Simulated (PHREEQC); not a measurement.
Solution A (13 mmol/kgw NaOH and 0.0054 mmol/kgw H4SiO4) is mixed with solution B (0.0014 mol HBr, 0.15 mol CaCl2 and 0.0024 mol KCl per kg of water) at 20 °C; shares are by mass of water, 1 kg in all. CO2 from the air is kept out. The run lets Halite, Portlandite, SiO2(a), Sylvite precipitate or redissolve, and no other solid.

Computed with PHREEQC (Pitzer model, pitzer.dat).

| share of solution B | pH | H3SiO4- (mol/kgw) | H2SiO4-2 (mol/kgw) | H4SiO4 (mol/kgw) |
|---|---|---|---|---|
| 0 | 12.23 | 4.80e-6 | 5.84e-7 | 2.03e-8 |
| 0.1 | 12.10 | 4.28e-6 | 5.62e-7 | 2.12e-8 |
| 0.2 | 11.99 | 3.80e-6 | 4.95e-7 | 2.19e-8 |
| 0.3 | 11.89 | ? | ? | 2.26e-8 |
| 0.4 | 11.78 | 2.90e-6 | 3.20e-7 | 2.36e-8 |
| 0.5 | ? | 2.44e-6 | 2.31e-7 | 2.50e-8 |
| 0.6 | 11.51 | 1.98e-6 | 1.50e-7 | 2.72e-8 |
| 0.7 | 11.31 | 1.51e-6 | 8.03e-8 | 3.10e-8 |
| 0.8 | 11.00 | ? | ? | 4.11e-8 |
| 0.9 | ? | 2.14e-7 | ? | 3.25e-7 |
| 1 | 2.96 | 0 | 0 | 0 |

**Question.** Complete the blanks.

**Answer.** 
- 0.3, H3SiO4- (mol/kgw): 3.35e-6
- 0.3, H2SiO4-2 (mol/kgw): 4.11e-7
- 0.5, pH: 11.66
- 0.8, H3SiO4- (mol/kgw): 1.01e-6
- 0.8, H2SiO4-2 (mol/kgw): 2.85e-8
- 0.9, pH: 9.41
- 0.9, H2SiO4-2 (mol/kgw): 1.70e-10
